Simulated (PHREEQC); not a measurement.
Solution (25 °C): 0.012 mol FeCl3, 0.001 mol CaCl2, 0.00017 mol NaF and 0.2 mol Na2SO4 per kg of water. It is in equilibrium with CO2 at log p = 0 (atm). Otherwise closed; pH follows from the charge balance.

Equilibrium calculation in PHREEQC: ion-association model, phreeqc.dat.

```tsv
quantity	before	after
pH	3.36	3.21
ionic strength (mol/kgw)	0.500	0.271
Na+ (mol/kgw)	0.350	0.183
FeOH+2 (mol/kgw)	0.000970	0.000967
Ca+2 (mol/kgw)	0.000467	0.000527
Fe(OH)2+ (mol/kgw)	0.000228	0.000188
SI of Fe(OH)3(a) (Fe(OH)3)	+0.33	+0.12
SI of Halite (NaCl)	-3.78	-4.02
```

Question: What was changed between the two runs?
A) diluted 5-fold with water
B) Na2SO4 from 0.2 to 0.1 mol/kgw
C) FeCl3 from 0.012 to 0.0024 mol/kgw
D) Na2SO4 from 0.2 to 0.18 mol/kgw
E) Na2SO4 left out

Answer: B, Na2SO4 from 0.2 to 0.1 mol/kgw

No solid was allowed to form. Some of these states are supersaturated (in Fe(OH)3(a), Hematite (slow to form), for instance). Fluoro complexes past AlF4- and FeF3 are missing from the database.
